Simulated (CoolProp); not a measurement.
m-xylene along the isobar 2.53 MPa: fugacity coefficient from the reference equation and from simpler models built on Tc = 616.9 K, pc = 3.535 MPa, ω = 0.326; each cubic takes its own stable root.

Model: reference Helmholtz-energy equation of state, Zhou 2012, in CoolProp.

```csv
T (K),phase,reference,van der Waals,Redlich-Kwong,Soave-Redlich-Kwong,Peng-Robinson
543.5,liquid,0.4409,0.6460,0.5312,0.4584,0.4442
552,liquid,0.4858,0.6771,0.5718,0.5048,0.4892
560.5,liquid,0.5326,0.7080,0.6129,0.5529,0.5358
569,liquid,0.5810,0.7376,0.6542,0.6022,0.5836
577.5,liquid,0.6305,0.7480,0.6953,0.6522,0.6323
586,liquid,0.6808,0.7576,0.7230,0.7023,0.6812
594.5,gas,0.7127,0.7667,0.7353,0.7289,0.7094
603,gas,0.7275,0.7752,0.7468,0.7430,0.7234
611.5,gas,0.7410,0.7832,0.7574,0.7560,0.7364
620,gas,0.7534,0.7908,0.7674,0.7682,0.7485
```

At some of these states van der Waals, Redlich-Kwong gives the other phase, because its saturation line lies elsewhere.
